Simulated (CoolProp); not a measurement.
The fluid at 298.15 K and 0.583 MPa expands adiabatically to 0.0443 MPa with isentropic efficiency 0.8. The same conditions are run with several fluids, on thermodynamics alone (safety and materials aside).

Model: reference Helmholtz-energy equation of state of each fluid (C3F8 (R218): Lemmon 2006; R407C: Lemmon 2003; R404A: Lemmon 2003; sulfur hexafluoride: Guder 2009; hydrogen sulfide: Lemmon 2006), in CoolProp. Blends and air are pseudo-pure fits.

```json
[
 {"fluid": "C3F8 (R218)", "work (kJ/kg)": "23.4", "final temperature (K)": "259.1", "final phase": "gas", "final density (kg/m³)": "…"},
 {"fluid": "R407C", "work (kJ/kg)": "47.2", "final temperature (K)": "224.4", "final phase": "gas", "final density (kg/m³)": "…"},
 {"fluid": "R404A", "work (kJ/kg)": "42.8", "final temperature (K)": "…", "final phase": "gas", "final density (kg/m³)": "2.26"},
 {"fluid": "sulfur hexafluoride", "work (kJ/kg)": "…", "final temperature (K)": "244.2", "final phase": "gas", "final density (kg/m³)": "…"},
 {"fluid": "hydrogen sulfide", "work (kJ/kg)": "111", "final temperature (K)": "197.8", "final phase": "…", "final density (kg/m³)": "…"}
]
```

Problem. Complete the blanks.

Solution. 
- C3F8 (R218), final density (kg/m³): 3.93
- R407C, final density (kg/m³): 2.09
- R404A, final temperature (K): 234.8
- sulfur hexafluoride, work (kJ/kg): 29.9
- sulfur hexafluoride, final density (kg/m³): 3.22
- hydrogen sulfide, final phase: two-phase, vapour fraction 0.965
- hydrogen sulfide, final density (kg/m³): 0.964
